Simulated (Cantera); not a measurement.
Feed: 1 mol Ti(OiPr)₄, 0.35 mol C₃H₈, at 1900 K and 7.50 Torr.

Cantera equilibrium calculation (NASA polynomials, part measured and part estimated; ideal gas, pure solids and liquids). Candidate condensed phases: C, C₆H₆, C₇H₈, C₈H₁₈, H₂O, Ti, TiC, TiO, TiO₂, Ti₂O₃, Ti₃O₅, Ti₄O₇; 113 gas species. The feed counts by its element totals alone. TiC: taken at fixed stoichiometry. Equilibrium is a limit: real reactors are often held back by kinetics, nucleation or transport.

Base state: H₂ 0.787, CO 0.205, H 0.00704, C₂H₂ (acetylene) 0.000301 (mole fractions); condensed: C(graphite) + TiC(s).

### Question
What changes in the equilibrium state with this change: temperature from 1900 K to 1675 K?

### Answer
```json
[
 {"species": "H₂", "before": "0.787", "after": "0.793"},
 {"species": "CO", "before": "0.205", "after": "0.206"},
 {"species": "H", "before": "0.00704", "after": "0.00103"},
 {"species": "C₂H₂ (acetylene)", "before": "0.000301", "after": "4.60e-5"},
 {"species": "C(graphite), mol", "before": "8.04", "after": "8.05"},
 {"species": "TiC(s), mol", "before": "1.00", "after": "1.00"}
]
```
